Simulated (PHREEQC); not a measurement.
Dissolve 0.098 mol/kgw Cu(NO3)2, 0.00036 mol/kgw HCl and 0.00014 mol/kgw Na2SO4 at 25 °C. Closed to the air; pH follows from the charge balance.

Computed with PHREEQC (ion-association model, phreeqc.dat).

```tsv
quantity	before	after
pH	3.54	3.56
CuSO4 (mol/kgw)	8.08e-5	0.00240
SO4-2 (mol/kgw)	5.86e-5	0.00180
Cu2(OH)2+2 (mol/kgw)	1.50e-6	1.56e-6
CuOH+ (mol/kgw)	1.45e-6	1.47e-6
HSO4- (mol/kgw)	5.60e-7	1.64e-5
```

**Question.** What was changed between the two runs?
A) Na2SO4 from 0.00014 to 2.8e-05 mol/kgw
B) diluted 2-fold with water
C) temperature from 25 to 90 °C
D) 0.0041 mol/kgw K2SO4 added
E) HCl left out

**Answer.** D, 0.0041 mol/kgw K2SO4 added

Precipitation was switched off in this run.
